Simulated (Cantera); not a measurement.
Input: 1 mol Ta2O5, 0.62 mol CH4, 4.7 mol H2, 13 mol CO, held at 0.133 bar.

Method: chemical equilibrium by Gibbs-energy minimisation in Cantera with the NASA 1993 tables (ideal gas, pure condensed phases). Candidate condensed phases: C, C6H6, C7H8, C8H18, H2O, Ta, TaC, Ta2O5; 113 gas species. Mutual solubility and eutectic melting of coexisting phases are not modelled. TaC: taken at fixed stoichiometry. Condensed phases not in the tables: Ta2C, N, O or C dissolved in the metal. Kinetics and transport are ignored.

x: gas mole fraction; n: condensed amount in mol.

```
T (K)   x CO   x H2       x H    x TaO2    x H2O  n TaC(s)  n Ta2O5(s)  n Ta2O5(l)  n Ta(s)
-----  -----  -----  --------  --------  -------  --------  ----------  ----------  -------
1825   0.692  0.305  0.000666   1.22e-7  0.00123     0.188       0.906           0        0
1925   0.692  0.304   0.00144   1.10e-6  0.00135     0.189       0.906           0        0
2025   0.692  0.303   0.00290   7.90e-6  0.00145     0.189       0.905           0        0
2125   0.691  0.302       [?]       [?]  0.00150     0.189           0       0.905        0
2225   0.689  0.299       [?]       [?]  0.00152     0.188           0       0.904        0
2325   0.689  0.291    0.0163  0.000702  0.00151         0           0       0.861    0.260
2425   0.685  0.284    0.0261   0.00210  0.00188         0           0       0.847    0.255
2525   0.676  0.273    0.0401   0.00572  0.00226         0           0       0.811    0.234
```

### Question
Some entries are withheld; supply them.

### Answer

- 2225, x H: 0.00970
- 2225, x TaO2: 0.000185
- 2125, x H: 0.00546
- 2125, x TaO2: 4.25e-5
